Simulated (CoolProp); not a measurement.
The numbers come from the reference Helmholtz-energy equation of state, Guder 2009 in CoolProp.

Question: For sulfur hexafluoride, give the phase and the density (kg/m³), Joule-Thomson coefficient (K/MPa), isothermal compressibility (1/MPa), viscosity (µPa s) at 377.6 K and 54.7 bar; 465.6 K and 54.7 bar; 483.1 K and 54.7 bar.

Answer: 
- 377.6 K and 54.7 bar: supercritical; density 367, Joule-Thomson coefficient 5.94, isothermal compressibility 0.268, viscosity 25.9
- 465.6 K and 54.7 bar: supercritical; density 232, Joule-Thomson coefficient 2.88, isothermal compressibility 0.202, viscosity 26.2
- 483.1 K and 54.7 bar: supercritical; density 219, Joule-Thomson coefficient 2.58, isothermal compressibility 0.198, viscosity 26.6

Viscosity comes from a separate model (Quiñones-Cisneros 2012).
